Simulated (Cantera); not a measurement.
## Thermodynamics of carbon deposition, reforming and gasification, feed CH4 + O2 + N2 + CO2

Input: 1 mol CH4, 0.036 mol O2, 2.6 mol N2, a varied amount of CO2, at 2277 °C and 1.00 bar.

Method: chemical equilibrium by Gibbs-energy minimisation in Cantera with the NASA 1993 tables (ideal gas, pure condensed phases). Candidate condensed phases: C, C6H6, C7H8, C8H18, H2O; 136 gas species. Kinetics and transport are ignored.

At 0.59 mol CO2 the condensed part is C(graphite). From 0.82 mol CO2 to 5.6 mol CO2 nothing is condensed. The main C-bearing gas is CO throughout.

```
n(CO2) (mol)   x N2   x CO    x H2    x CO2    x H2O    x HCN      x H  n C(graphite)
------------  -----  -----  ------  -------  -------  -------  -------  -------------
0.59          0.424  0.212   0.310  1.53e-7  1.41e-6   0.0290   0.0174         0.0948
0.82          0.401  0.269   0.297  5.08e-7  3.56e-6   0.0134   0.0170              0
1.1           0.385  0.307   0.267  0.00387   0.0213  2.12e-6   0.0161              0
1.6           0.358  0.339   0.196   0.0195   0.0718  4.24e-7   0.0138              0
2.1           0.335  0.358   0.144   0.0419    0.107  1.83e-7   0.0118              0
2.9           0.304  0.367  0.0898   0.0888    0.138  6.81e-8  0.00935              0
4.1           0.266  0.354  0.0495    0.168    0.149  2.32e-8  0.00694              0
5.6           0.230  0.325  0.0283    0.260    0.143  8.89e-9  0.00524              0
```
x: gas mole fraction; n: condensed amount in mol.
